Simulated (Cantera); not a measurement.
**Thermodynamics of silicon nitride deposition, feed SiH2Cl2 + NH3 + H2**

Feed: 1 mol SiH2Cl2, 0.24 mol NH3, 36 mol H2, held at 75.0 Torr.

Equilibrium computed with Cantera from the NASA thermochemical tables; the gas is ideal and each condensed phase is pure. Candidate condensed phases: NH4Cl, Si, Si3N4; 28 gas species. Mutual solubility and eutectic melting of coexisting phases are not modelled. The tables' values for SiCl3, SiCl are old estimates; treat these amounts as uncertain. Gases not in the tables: Si2H6 and higher silanes. Kinetics and transport are ignored.

| T (K) | log p H2 | log p HCl | log p SiCl4 | log p H | log p SiCl2 | n Si(s) | n Si3N4(s) | n Si(l) |
|---|---|---|---|---|---|---|---|---|
| 873 | -1.01 | -3.48 | -3.08 | -10.83 | -5.85 | 0.295 | 0.0600 | 0 |
| 1073 | -1.01 | -2.74 | -3.28 | -8.36 | -4.19 | 0.437 | 0.0600 | 0 |
| 1273 | -1.02 | -2.43 | -4.14 | -6.66 | -3.42 | 0.590 | 0.0600 | 0 |
| 1473 | -1.02 | -2.39 | -5.56 | -5.41 | -3.27 | 0.617 | 0.0547 | 0 |
| 1673 | -1.02 | -2.40 | -6.75 | -4.45 | -3.22 | 0.765 | 0 | 0 |
| 1873 | -1.02 | -2.38 | -7.74 | -3.70 | -3.29 | 0 | 0 | 0.794 |
| 2073 | -1.03 | -2.37 | -8.56 | -3.09 | -3.37 | 0 | 0 | 0.771 |
log p: log10 of the partial pressure in bar; n: condensed amount in mol.

From 873 K to 1473 K the condensed part is Si(s) + Si3N4(s). At 1673 K the condensed part is Si(s). From 1873 K to 2073 K the condensed part is Si(l). The main Si-bearing gas is SiCl4 at 873 K and SiCl2 at 2073 K. The share of Si in condensed phases is highest at 1873 K (79.4 %) and lowest at 873 K (47.5 %).
